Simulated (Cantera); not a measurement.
Charge: 1 mol CO, 2.8 mol H2O, 2.2 mol N2, equilibrated at 2375 K and 0.890 bar.

Equilibrium computed with Cantera from the NASA thermochemical tables; the gas is ideal and each condensed phase is pure. Candidate condensed phases: C, C6H6, C7H8, C8H18, H2O; 136 gas species. Kinetics and transport are ignored.

Base state: H2O 0.383, N2 0.365, CO 0.0896, H2 0.0772, CO2 0.0763, H 0.00415, OH 0.00367, NO 0.000448 (mole fractions); condensed: gas only.

Problem. What changes in the equilibrium state with this change: temperature from 2375 K to 2425 K?

Solution. 
```tsv
species	before	after
H2O	0.383	0.382
N2	0.365	0.364
CO	0.0896	0.0905
OH	0.00367	0.00496
CO2	0.0763	0.0752
H2	0.0772	0.0768
O	0.000133	0.000226
O2	0.000274	0.000464
NO	0.000448	0.000642
```
